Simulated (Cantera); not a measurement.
**Hydrocarbon pyrolysis for carbon deposition**

An isothermal, constant-pressure homogeneous reactor starts with C₃H₈ : H₂ : H₂O = 1 : 15 : 0.75 (molar parts), at 1925 K and 100.0 Torr.

Cantera simulation using GRI-Mech 3.0 (53 species, 325 reactions); the numbers are that mechanism's predictions, not measurements. GRI-Mech 3.0 was tuned for natural gas; its chemistry of propane as a main component is partial and can be far from experiment. GRI-Mech 3.0 stops at C3 and has no aromatics, soot or wall deposition, so with more carbon than oxygen in the feed, carbon stays in small species such as C2H2 where larger ones or solid carbon would form.

| t (s) | x C₃H₈ | x H₂ | x C₂H₂ | x C₂H | x CH₃ |
|---|---|---|---|---|---|
| 2.00e-6 | 0.0495 | 0.886 | 7.67e-6 | 1.70e-10 | 0.00710 |
| 7.66e-6 | 0.0164 | 0.851 | 0.00127 | 1.21e-7 | 0.0224 |
| 2.94e-5 | 5.68e-6 | 0.832 | 0.0245 | 3.26e-6 | 0.0118 |
| 0.000112 | 6.26e-8 | 0.841 | 0.0424 | 2.72e-6 | 0.00551 |
| 0.000431 | 1.80e-8 | 0.846 | 0.0487 | 1.91e-6 | 0.00315 |
| 0.00165 | 7.64e-9 | 0.853 | 0.0534 | 1.82e-6 | 0.00229 |
| 0.00632 | 1.91e-9 | 0.866 | 0.0616 | 2.19e-6 | 0.00146 |
| 0.0242 | 1.41e-10 | 0.879 | 0.0681 | 2.60e-6 | 0.000626 |
| 0.0928 | 1.56e-11 | 0.888 | 0.0660 | 2.62e-6 | 0.000299 |
| 0.356 | 3.19e-12 | 0.899 | 0.0581 | 2.31e-6 | 0.000170 |
| 1.36 | <1e-12 | 0.905 | 0.0545 | 2.16e-6 | 5.04e-5 |
| 5.22 | <1e-12 | 0.906 | 0.0544 | 2.16e-6 | 3.59e-5 |
| 20.0 | <1e-12 | 0.906 | 0.0544 | 2.16e-6 | 3.59e-5 |
x: mole fraction; the columns are a selection and need not sum to one.

Equilibrium at this temperature and pressure: C₃H₈ <1e-12, H₂ 0.906, C₂H₂ 0.0544, C₂H 2.16e-6, CH₃ 3.59e-5 (gas phase only).
